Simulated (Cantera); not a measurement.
# Adiabatic ignition

An adiabatic, constant-volume homogeneous reactor starts with 9.23 % CH4, 11.1 % H2, 16.0 % O2, 60.2 % N2, 3.51 % H2O, at 1600 K and 4.50 bar.

Model: GRI-Mech 3.0 (53 species, 325 reactions), integrated in Cantera. Above 3000 K some thermodynamic fits are extrapolated.

| t (s) | T (K) | P (bar) | x CH4 | x H2 | x O2 | x NO | x C2H | x HCO | x CO2 |
|---|---|---|---|---|---|---|---|---|---|
| 1.00e-6 | 1600 | 4.50 | 0.0923 | 0.111 | 0.160 | <1e-12 | <1e-12 | 2.78e-12 | 5.33e-11 |
| 3.59e-6 | 1600 | 4.50 | 0.0923 | 0.111 | 0.160 | <1e-12 | <1e-12 | 3.43e-10 | 1.06e-8 |
| 1.29e-5 | 1643 | 4.62 | 0.0860 | 0.108 | 0.155 | 4.21e-10 | 4.76e-11 | 2.71e-6 | 4.54e-5 |
| 4.64e-5 | 3068 | 9.04 | 9.63e-12 | 0.0908 | 0.00183 | 0.00136 | <1e-12 | 8.52e-7 | 0.0205 |
| 0.000167 | 3058 | 9.02 | 1.04e-11 | 0.0921 | 0.00166 | 0.00365 | <1e-12 | 8.44e-7 | 0.0202 |
| 0.000599 | 3057 | 9.01 | 1.04e-11 | 0.0922 | 0.00164 | 0.00387 | <1e-12 | 8.43e-7 | 0.0202 |
| 0.00215 | 3057 | 9.01 | 1.04e-11 | 0.0922 | 0.00164 | 0.00387 | <1e-12 | 8.43e-7 | 0.0202 |
| 0.00774 | 3057 | 9.01 | 1.04e-11 | 0.0922 | 0.00164 | 0.00387 | <1e-12 | 8.43e-7 | 0.0202 |
| 0.0278 | 3057 | 9.01 | 1.04e-11 | 0.0922 | 0.00164 | 0.00387 | <1e-12 | 8.43e-7 | 0.0202 |
| 0.100 | 3057 | 9.01 | 1.04e-11 | 0.0922 | 0.00164 | 0.00387 | <1e-12 | 8.43e-7 | 0.0202 |
x: mole fraction; the columns are a selection and need not sum to one.

The time of steepest temperature rise comes out as 21.9 µs. The temperature at 0.100 s is 3057 K. The equilibrium temperature comes out as 3057 K. The x(CH4) at 0.100 s is 1.04e-11 (gas-phase equilibrium 1.22e-11), the x(H2) at 0.100 s comes out as 0.0922 (gas-phase equilibrium 0.0922) and the x(O2) at 0.100 s is 0.00164 (gas-phase equilibrium 0.00164).
